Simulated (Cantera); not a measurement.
Thermodynamics of nitride etching, feed Si3N4 + Cl2 + N2

Input: 1 mol Si3N4, 30 mol Cl2, 71 mol N2, at 1000 Pa.

Equilibrium computed with Cantera from the NASA thermochemical tables; the gas is ideal and each condensed phase is pure. Candidate condensed phases: Si, Si3N4; 13 gas species. The tables' values for SiCl3 are old estimates; treat these amounts as uncertain. Rates play no part.

From 625 °C to 1525 °C nothing is condensed. The main Si-bearing gas is SiCl4 throughout.

| T (°C) | log p N2 | log p Cl | log p Cl2 | log p SiCl4 |
|---|---|---|---|---|
| 625 | -2.14 | -5.46 | -2.62 | -3.52 |
| 700 | -2.14 | -4.90 | -2.62 | -3.52 |
| 775 | -2.14 | -4.43 | -2.62 | -3.52 |
| 850 | -2.14 | -4.01 | -2.63 | -3.52 |
| 925 | -2.14 | -3.66 | -2.65 | -3.53 |
| 1000 | -2.15 | -3.35 | -2.67 | -3.53 |
| 1075 | -2.15 | -3.09 | -2.72 | -3.54 |
| 1150 | -2.17 | -2.87 | -2.80 | -3.55 |
| 1225 | -2.18 | -2.70 | -2.93 | -3.57 |
| 1300 | -2.20 | -2.58 | -3.11 | -3.58 |
| 1375 | -2.21 | -2.51 | -3.33 | -3.60 |
| 1450 | -2.22 | -2.46 | -3.59 | -3.62 |
| 1525 | -2.23 | -2.44 | -3.86 | -3.65 |
log p: log10 of the partial pressure in bar; nothing condenses.
